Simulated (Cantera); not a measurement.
A closed system holds: 1 mol SiCl₄, 16 mol N₂O, equilibrated at 0.160 bar.

Equilibrium computed with Cantera from the NASA thermochemical tables; the gas is ideal and each condensed phase is pure. Candidate condensed phases: Si, SiO₂, Si₂N₂O, Si₃N₄; 23 gas species. The numbers say what is thermodynamically allowed, not how fast it happens. All values below are at 725 K.

Base state: N₂ 0.640, O₂ 0.280, Cl₂ 0.0800 (mole fractions); condensed: SiO₂(α-quartz).

Problem. What changes in the equilibrium state with this change: N₂O from 16 to 0.15 mol?

Solution. 
```csv
species,before,after
SiCl₄,<1e-9,0.755
N₂,0.640,0.122
Cl₂,0.0800,0.122
O₂,0.280,<1e-9
"SiO₂(α-quartz), mol",1.00,0.0750
```
